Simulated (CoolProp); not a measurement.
A Linde-Hampson liquefier for dry air: isothermal reversible compression at 300 K from 1 atm to 15 MPa, throttling to 1 atm, return gas leaving the recuperator 5 K below the feed. Each further row changes one setting.

Values from CoolProp's reference Helmholtz-energy equation of state, Lemmon 2000. It is a pseudo-pure fit of the blend.

```csv
case,liquid yield per pass,compression work (kJ/kg of gas)
as stated,[?],429
high pressure 30 MPa,[?],[?]
warm-end temperature 330 K,[?],[?]
warm-end gap 10 K,[?],429
```

### Question
Complete the blanks.

### Answer

- as stated, liquid yield per pass: 0.055
- high pressure 30 MPa, liquid yield per pass: 0.088
- high pressure 30 MPa, compression work (kJ/kg of gas): 491
- warm-end temperature 330 K, liquid yield per pass: 0.038
- warm-end temperature 330 K, compression work (kJ/kg of gas): 474
- warm-end gap 10 K, liquid yield per pass: 0.043
